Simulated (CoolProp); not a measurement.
Vapour-liquid equilibrium of methanol (1) + ethanol (2) at 57.15 °C; x and y are mole fractions of (1).

The numbers come from the multi-fluid Helmholtz-energy mixture model, de Reuck 1993 and Schroeder 2014; pair parameters Bell 2016 in CoolProp.

```csv
x,bubble pressure (kPa),y at the bubble point,dew pressure at overall composition x (kPa),liquid density (mol/L)
0.05,…,0.089,42.09,…
0.15,46.30,0.242,44.20,17.25
0.25,49.57,0.372,46.50,17.84
0.35,…,…,48.99,18.46
0.45,56.01,0.589,51.72,19.12
0.55,59.30,0.682,54.74,…
0.65,62.68,0.767,58.12,20.57
0.75,66.18,0.844,61.97,21.36
0.85,69.79,…,66.50,…
0.95,73.50,0.973,…,23.11
```

### Question
What belongs in the gaps?

### Answer

- 0.05, bubble pressure (kPa): 42.89
- 0.05, liquid density (mol/L): 16.69
- 0.35, bubble pressure (kPa): 52.78
- 0.35, y at the bubble point: 0.486
- 0.55, liquid density (mol/L): 19.82
- 0.85, y at the bubble point: 0.912
- 0.85, liquid density (mol/L): 22.21
- 0.95, dew pressure at overall composition x (kPa): 72.04

No azeotrope shows between x = 0.05 and 0.95.

The pair parameters rest on a limited set of measurements; away from them the model extrapolates.
